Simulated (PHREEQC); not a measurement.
Dissolve 0.0089 mol CuSO4, 0.00026 mol ZnCl2, 0.041 mol NaH2PO4 and 0.0069 mol Na2SO4 per kg of water at 20 °C. Closed to the air; pH follows from the charge balance.

The numbers come from PHREEQC with the ion-association model, wateq4f.dat.

This is a speciation only: nothing precipitates in the calculation.

Q: Order these Zn species by the share of Zn that they hold, largest first: ZnSO4, Zn+2, Zn(SO4)2-2.

A: Zn+2 (67 %), ZnSO4 (30 %), Zn(SO4)2-2 (3.1 %)

The pH is 4.54 and the ionic strength 0.0856 mol/kgw. Saturation is exceeded, for instance for Cu3(PO4)2:3H2O; the values hold only as long as no solid forms. H3PO4, which wateq4f.dat lacks, is added to it with the constant of phreeqc.dat. The database has no phosphate complexes of Cu, Zn.
